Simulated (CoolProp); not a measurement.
1-butene along the isotherm 425.5 K: density (kg/m³) from the reference equation and from simpler models built on Tc = 419.3 K, pc = 4.006 MPa, ω = 0.192; each cubic takes its own stable root.

Computed with CoolProp (reference Helmholtz-energy equation of state, Lemmon 2005). It is a short technical equation, of lower accuracy than the large ones.

| p (MPa) | phase | reference | ideal gas | van der Waals | Soave-Redlich-Kwong | Peng-Robinson |
|---|---|---|---|---|---|---|
| 0.223 | gas | 3.604 | 3.537 | 3.595 | 3.602 | 3.610 |
| 0.445 | gas | 7.334 | 7.057 | 7.296 | 7.328 | 7.360 |
| 0.668 | gas | 11.24 | 10.59 | 11.15 | 11.22 | 11.30 |
| 0.89 | gas | 15.30 | 14.11 | 15.13 | 15.27 | 15.41 |
| 1.11 | gas | 19.52 | 17.60 | 19.25 | 19.47 | 19.69 |
| 1.34 | gas | 24.17 | 21.25 | 23.74 | 24.07 | 24.41 |
| 1.56 | gas | 28.86 | 24.74 | 28.25 | 28.72 | 29.19 |
| 1.78 | gas | 33.84 | 28.23 | 32.99 | 33.63 | 34.27 |
| 2 | gas | 39.15 | 31.72 | 38.01 | 38.84 | 39.69 |
